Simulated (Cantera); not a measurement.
A perfectly stirred reactor is fed with 14.4 % CH3OH, 18.0 % O2, 67.6 % N2, at 1.01 bar; it is adiabatic with a 598 K inlet, and is followed from long to short residence time, starting on the burning branch (τ in s: 0.22, 0.065, 0.019, 0.0058, 0.0017, 0.00052, 0.00016, 4.6e-05, 1.4e-05).

Model: GRI-Mech 3.0 (53 species, 325 reactions), integrated in Cantera. GRI-Mech 3.0 was tuned for natural gas; its chemistry of methanol as a main component is partial and can be far from experiment.

Task: Predict: blow-out, bracketed by the residence times tried; x(CH3OH) at τ = 0.220 s; x(O2) at τ = 0.220 s; x(NO) at τ = 0.220 s; x(OH) at τ = 0.220 s; x(HCO) at τ = 0.220 s; x(CH3OH) at τ = 1.70 ms; x(O2) at τ = 1.70 ms; x(NO) at τ = 1.70 ms; x(OH) at τ = 1.70 ms; x(HCO) at τ = 1.70 ms.

Result: blow-out, bracketed by the residence times tried: burning at 46.0 µs, out at 14.0 µs
x(CH3OH) at τ = 0.220 s: 3.45e-7
x(O2) at τ = 0.220 s: 0.000922
x(NO) at τ = 0.220 s: 0.000807
x(OH) at τ = 0.220 s: 0.00346
x(HCO) at τ = 0.220 s: 3.52e-8
x(CH3OH) at τ = 1.70 ms: 1.45e-5
x(O2) at τ = 1.70 ms: 0.00694
x(NO) at τ = 1.70 ms: 0.000155
x(OH) at τ = 1.70 ms: 0.00879
x(HCO) at τ = 1.70 ms: 2.31e-6
